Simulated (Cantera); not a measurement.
A perfectly stirred reactor is fed with N2O = 1 (molar parts), at 10.00 Torr; it is held at 1300 K, and followed from long to short residence time.

Model: GRI-Mech 3.0 (53 species, 325 reactions), integrated in Cantera. GRI-Mech 3.0 was tuned for natural gas; its chemistry of N2O as a main component is partial and can be far from experiment. Radical loss at walls, strong at low pressure, is not modelled. The mechanism lacks the step 2 NO + O2 → 2 NO2, which can matter for NO2 below about 1400 K. The temperature is held fixed by assumption; the heat of reaction is taken as removed at once.

Question: What does this change do: pressure from 10.00 Torr to 263 Torr?

Answer: 
```json
[
 {"quantity": "x(N2O) at τ = 0.550 s", "before": "0.963", "after": "0.511"},
 {"quantity": "x(NO2) at τ = 0.550 s", "before": "3.31e-7", "after": "0.000150"},
 {"quantity": "x(NO) at τ = 0.550 s", "before": "0.00371", "after": "0.0460"},
 {"quantity": "x(O) at τ = 0.550 s", "before": "7.64e-6", "after": "6.82e-6"},
 {"quantity": "x(O2) at τ = 0.550 s", "before": "0.0106", "after": "0.140"},
 {"quantity": "x(N2O) at τ = 43.0 ms", "before": "0.997", "after": "0.928"},
 {"quantity": "x(NO2) at τ = 43.0 ms", "before": "5.46e-9", "after": "1.89e-5"},
 {"quantity": "x(NO) at τ = 43.0 ms", "before": "0.000298", "after": "0.00713"},
 {"quantity": "x(O) at τ = 43.0 ms", "before": "7.59e-6", "after": "7.44e-6"},
 {"quantity": "x(O2) at τ = 43.0 ms", "before": "0.000855", "after": "0.0206"}
]
```

Question: What does this change do: pressure from 10.00 Torr to 760 Torr?

Answer: 
```
quantity                 before     after
---------------------  --------  --------
x(N2O) at τ = 0.550 s     0.963     0.303
x(NO2) at τ = 0.550 s   3.31e-7  0.000502
x(NO) at τ = 0.550 s    0.00371    0.0535
x(O) at τ = 0.550 s     7.64e-6   4.64e-6
x(O2) at τ = 0.550 s     0.0106     0.205
x(N2O) at τ = 43.0 ms     0.997     0.825
x(NO2) at τ = 43.0 ms   5.46e-9  0.000144
x(NO) at τ = 43.0 ms   0.000298    0.0167
x(O) at τ = 43.0 ms     7.59e-6   6.80e-6
x(O2) at τ = 43.0 ms   0.000855    0.0499
```
